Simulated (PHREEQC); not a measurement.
Solution (25 °C): 2.4 mmol/kgw Cu(BF4)2, 1.7 mmol/kgw HNO3 and 47 mmol/kgw H3BO3. Closed to the air; pH follows from the charge balance.

Computed with PHREEQC (ion-association model, phreeqc.dat).

Each row changes one thing in this solution. Precipitation was switched off in this run.

```json
[
 {"case": "as made", "pH": "2.66", "ionic strength (mol/kgw)": "0.00955", "H3BO3 (mol/kgw)": "0.0468", "BF4- (mol/kgw)": "0.00325", "HF (mol/kgw)": "0.00137", "BF3OH- (mol/kgw)": "0.000868"},
 {"case": "diluted 5-fold with water", "pH": "3.09", "ionic strength (mol/kgw)": "0.00228", "H3BO3 (mol/kgw)": "0.00969", "BF4- (mol/kgw)": "…", "HF (mol/kgw)": "0.000912", "BF3OH- (mol/kgw)": "0.000133"},
 {"case": "H3BO3 from 0.047 to 0.0705 mol/kgw", "pH": "2.65", "ionic strength (mol/kgw)": "0.00964", "H3BO3 (mol/kgw)": "0.0702", "BF4- (mol/kgw)": "…", "HF (mol/kgw)": "0.00125", "BF3OH- (mol/kgw)": "…"},
 {"case": "diluted 2-fold with water", "pH": "2.88", "ionic strength (mol/kgw)": "0.00499", "H3BO3 (mol/kgw)": "0.0236", "BF4- (mol/kgw)": "0.00137", "HF (mol/kgw)": "0.00117", "BF3OH- (mol/kgw)": "0.000430"}
]
```

Q: Some entries are withheld; supply them.

A: 
- diluted 5-fold with water, BF4- (mol/kgw): 0.000330
- H3BO3 from 0.047 to 0.0705 mol/kgw, BF4- (mol/kgw): 0.00317
- H3BO3 from 0.047 to 0.0705 mol/kgw, BF3OH- (mol/kgw): 0.000934

Real BF4- forms and hydrolyses slowly; the run takes it at equilibrium.
